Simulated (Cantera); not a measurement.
A perfectly stirred reactor is fed with CH₃OH : O₂ : N₂ = 1 : 1.6 : 6 (molar parts), equivalence ratio 0.94, at 1.00 atm; it is adiabatic with a 625 K inlet, and is followed from long to short residence time, starting on the burning branch (τ in s: 0.14, 0.057, 0.024, 0.0097, 0.004, 0.0016, 0.00067, 0.00028, 0.00011, 4.7e-05, 1.9e-05, 7.9e-06, 3.2e-06).

Model: GRI-Mech 3.0 (53 species, 325 reactions), integrated in Cantera. GRI-Mech 3.0 was tuned for natural gas; its chemistry of methanol as a main component is partial and can be far from experiment.

One state of this run: T (K) = 2160; x CH₃OH = 1.59e-5; x O₂ = 0.0252; x OH = 0.0106; x CH₂O = 1.63e-5; x NO = 0.000151; x CH₂ = 3.08e-7. x: mole fraction; the columns are a selection and need not sum to one.

Which value of τ (s) does it belong to?
A. 0.14
B. 0.0016
C. 0.00028
D. 0.00011

B, 0.0016
